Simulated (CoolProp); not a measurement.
Vapour-liquid equilibrium of propane (1) + R152A (2) at 0.403 bar; x and y are mole fractions of (1).

Model: multi-fluid Helmholtz-energy mixture model, Lemmon 2009 and Outcalt 1996; pair parameters Bell 2016, in CoolProp.

```tsv
x	bubble temperature, mixture model (K)	bubble temperature, Raoult's law (K)	y, mixture model	y, Raoult's law
0.05	222.1	228.8	0.384	0.114
0.125	215.6	227.0	0.604	0.262
0.2	212.6	225.3	0.687	0.387
0.275	211.2	223.6	0.724	0.493
0.35	210.5	222.1	0.741	0.583
0.425	210.3	220.7	0.748	0.661
0.5	210.2	219.3	0.751	0.728
0.575	210.2	218.1	0.753	0.785
0.65	210.1	216.9	0.757	0.836
0.725	210.1	215.7	0.765	0.880
0.8	210.0	214.7	0.783	0.918
0.875	210.2	213.7	0.821	0.952
0.95	210.9	212.7	0.900	0.982
```

The largest gap from Raoult's law is -12.7 K in bubble temperature, at x = 0.2. y crosses x between x = 0.725 and 0.8: the model has an azeotrope there.

Pair parameters are fitted to limited data, so mixtures are less certain than the pure fluids. With so large a gap from Raoult's law the liquid may split in two, which this calculation doesn't test in full.
